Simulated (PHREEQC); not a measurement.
Solution (20 °C): 0.015 mol NH3, 3.7e-07 mol H4SiO4 and 0.00034 mol (CH3)4NCl per kg of water. Closed to the air; pH follows from the charge balance.

Model: ion-association model, wateq4f.dat, run in PHREEQC.

The pH is 10.87 and the ionic strength is 0.000854 mol/kgw. The total alkalinity is 15.0 meq/kg.

```tsv
species	molality	activity	log γ
NH3	0.0145	0.0145	0.000
NH4+	0.000514	0.000497	-0.014
OH-	0.000514	0.000497	-0.014
Cl-	0.000340	0.000329	-0.014
(CH3)4N+	0.000340	0.000329	-0.014
H3SiO4-	3.33e-7	3.22e-7	-0.014
H4SiO4	3.57e-8	3.57e-8	0.000
H2SiO4-2	1.31e-9	1.15e-9	-0.056
```

This is a speciation only: nothing precipitates in the calculation. (CH3)4N+ isn't in the database: it is added as a free cation with an ion size of 4 Å.
